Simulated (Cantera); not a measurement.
An isothermal plug-flow reactor at 900 K and 0.286 atm (inlet), inlet velocity 0.16 m/s, active area per volume 140 1/m; feed 0.383 % CH₄, 2.09 % O₂, 91.7 % N₂, 5.81 % H₂O, equivalence ratio 0.37.

Cantera simulation using Deutschmann's 1995 Pt surface mechanism with GRI-Mech 3.0 gas chemistry; the numbers are that mechanism's predictions, not measurements. Catalytic surfaces can have several steady states; this one follows from the mechanism file's or the stated starting coverage. Mass transfer to the wall is taken as infinitely fast.

x: gas mole fraction; θ: surface coverage.

| z (m) | x CH₄ | x O₂ | x H₂O | x CO₂ | x CO | θ free Pt | θ O* | θ OH* |
|---|---|---|---|---|---|---|---|---|
| 0.00097 | 0.00355 | 0.0203 | 0.0586 | 0.000276 | 1.47e-6 | 0.225 | 0.771 | 0.00360 |
| 0.0019 | 0.00330 | 0.0198 | 0.0591 | 0.000526 | 1.37e-6 | 0.227 | 0.770 | 0.00363 |
| 0.0036 | [?] | 0.0190 | 0.0599 | 0.000943 | 1.20e-6 | 0.228 | 0.768 | 0.00366 |
| 0.007 | [?] | 0.0176 | 0.0613 | 0.00164 | 9.20e-7 | 0.232 | 0.764 | 0.00372 |
| 0.013 | [?] | 0.0159 | 0.0631 | 0.00251 | 5.58e-7 | 0.236 | 0.760 | 0.00380 |
| 0.026 | [?] | 0.0141 | 0.0649 | 0.00341 | 1.77e-7 | 0.241 | 0.755 | 0.00388 |
| 0.05 | [?] | 0.0133 | 0.0656 | 0.00377 | 1.96e-8 | 0.244 | 0.752 | 0.00391 |
| 0.097 | [?] | 0.0133 | 0.0657 | 0.00382 | 6.56e-10 | 0.244 | 0.752 | 0.00392 |

Question: Fill in the missing entries.

Answer: 
- 0.0036, x CH₄: 0.00288
- 0.007, x CH₄: 0.00218
- 0.013, x CH₄: 0.00131
- 0.026, x CH₄: 0.000407
- 0.05, x CH₄: 4.39e-5
- 0.097, x CH₄: 5.37e-7
